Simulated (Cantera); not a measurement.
A perfectly stirred reactor is fed with H₂ : O₂ = 0.28 : 1 (molar parts), at 0.00170 bar; it is held at 1275 K, and followed from long to short residence time.

Detailed kinetics in Cantera: GRI-Mech 3.0 (53 species, 325 reactions). Radical loss at walls, strong at low pressure, is not modelled. The temperature is held fixed by assumption; the heat of reaction is taken as removed at once.

Question: What does this change do: O2 1 to 0.12 parts?

Answer: 
```json
[
 {"quantity": "x(H₂) at τ = 1.00 s", "before": "0.00673", "after": "0.126"},
 {"quantity": "x(O₂) at τ = 1.00 s", "before": "0.703", "after": "0.0465"},
 {"quantity": "x(OH) at τ = 1.00 s", "before": "0.0105", "after": "0.0118"},
 {"quantity": "x(O) at τ = 1.00 s", "before": "0.0440", "after": "0.0203"},
 {"quantity": "x(HO₂) at τ = 1.00 s", "before": "1.05e-6", "after": "2.28e-7"},
 {"quantity": "x(H₂) at τ = 32.0 ms", "before": "0.0154", "after": "0.130"},
 {"quantity": "x(O₂) at τ = 32.0 ms", "before": "0.658", "after": "0.0761"},
 {"quantity": "x(OH) at τ = 32.0 ms", "before": "0.0139", "after": "0.0142"},
 {"quantity": "x(O) at τ = 32.0 ms", "before": "0.0792", "after": "0.0400"},
 {"quantity": "x(HO₂) at τ = 32.0 ms", "before": "9.32e-7", "after": "2.78e-7"}
]
```

Question: What does this change do: O2 1 to 0.2 parts?

Answer: 
```csv
quantity,before,after
x(H₂) at τ = 1.00 s,0.00673,0.0537
x(O₂) at τ = 1.00 s,0.703,0.188
x(OH) at τ = 1.00 s,0.0105,0.0155
x(O) at τ = 1.00 s,0.0440,0.0341
x(HO₂) at τ = 1.00 s,1.05e-6,8.78e-7
x(H₂) at τ = 32.0 ms,0.0154,0.0779
x(O₂) at τ = 32.0 ms,0.658,0.196
x(OH) at τ = 32.0 ms,0.0139,0.0180
x(O) at τ = 32.0 ms,0.0792,0.0677
x(HO₂) at τ = 32.0 ms,9.32e-7,6.40e-7
```

Question: What does this change do: H2 0.28 to 1.6 parts?

Answer: 
| quantity | before | after |
|---|---|---|
| x(H₂) at τ = 1.00 s | 0.00673 | 0.0668 |
| x(O₂) at τ = 1.00 s | 0.703 | 0.143 |
| x(OH) at τ = 1.00 s | 0.0105 | 0.0151 |
| x(O) at τ = 1.00 s | 0.0440 | 0.0316 |
| x(HO₂) at τ = 1.00 s | 1.05e-6 | 6.93e-7 |
| x(H₂) at τ = 32.0 ms | 0.0154 | 0.0886 |
| x(O₂) at τ = 32.0 ms | 0.658 | 0.160 |
| x(OH) at τ = 32.0 ms | 0.0139 | 0.0174 |
| x(O) at τ = 32.0 ms | 0.0792 | 0.0614 |
| x(HO₂) at τ = 32.0 ms | 9.32e-7 | 5.46e-7 |
